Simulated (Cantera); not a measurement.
A perfectly stirred reactor is fed with 7.60 % CO, 8.37 % H2, 5.86 % CH4, 16.4 % O2, 61.7 % N2, equivalence ratio 1.2, at 17.0 bar; it is adiabatic with a 498 K inlet, and is followed from long to short residence time, starting on the burning branch (τ in s: 0.12, 0.044, 0.016, 0.0059, 0.0022, 0.0008, 0.00029, 0.00011, 3.9e-05).

Model: GRI-Mech 3.0 (53 species, 325 reactions), integrated in Cantera. The pressure lies above the range GRI-Mech 3.0 was tuned for (to about 10 atm).

**Question.** Predict: blow-out, bracketed by the residence times tried; x(CO) at τ = 0.120 s; x(H2) at τ = 0.120 s; x(CH4) at τ = 0.120 s; x(HCO) at τ = 0.120 s; x(NO2) at τ = 0.120 s; x(CO) at τ = 2.20 ms; x(H2) at τ = 2.20 ms; x(CH4) at τ = 2.20 ms; x(HCO) at τ = 2.20 ms; x(NO2) at τ = 2.20 ms.

**Answer.** 
- blow-out, bracketed by the residence times tried: burning at 39.0 µs, the shortest tried
- x(CO) at τ = 0.120 s: 0.0512
- x(H2) at τ = 0.120 s: 0.0183
- x(CH4) at τ = 0.120 s: 8.27e-7
- x(HCO) at τ = 0.120 s: 8.28e-8
- x(NO2) at τ = 0.120 s: 3.61e-8
- x(CO) at τ = 2.20 ms: 0.0517
- x(H2) at τ = 2.20 ms: 0.0185
- x(CH4) at τ = 2.20 ms: 2.23e-5
- x(HCO) at τ = 2.20 ms: 1.76e-7
- x(NO2) at τ = 2.20 ms: 5.61e-8
